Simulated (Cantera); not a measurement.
Input: 1 mol Si, 0.87 mol H2, 5.3 mol HCl, equilibrated at 927 °C and 37000 Pa.

Method: chemical equilibrium by Gibbs-energy minimisation in Cantera with the NASA 1993 tables (ideal gas, pure condensed phases). Candidate condensed phases: Si; 19 gas species. The tables' values for SiCl3 are old estimates; treat these amounts as uncertain. The numbers say what is thermodynamically allowed, not how fast it happens.

Base state: H2 0.542, HCl 0.265, SiCl4 0.179, SiHCl3 0.00995, SiCl3 0.00327, SiCl2 0.000525, SiH2Cl2 7.24e-5 (mole fractions); condensed: gas only.

Question: What changes in the equilibrium state with this change: HCl from 5.3 to 0.68 mol?

Answer: 
```csv
species,before,after
H2,0.542,0.823
SiCl4,0.179,0.0740
HCl,0.265,0.0533
SiHCl3,0.00995,0.0311
SiH3Cl,1.44e-7,2.57e-5
SiH2Cl2,7.24e-5,0.00171
SiCl2,0.000525,0.00816
"Si(s), mol",0,0.828
```
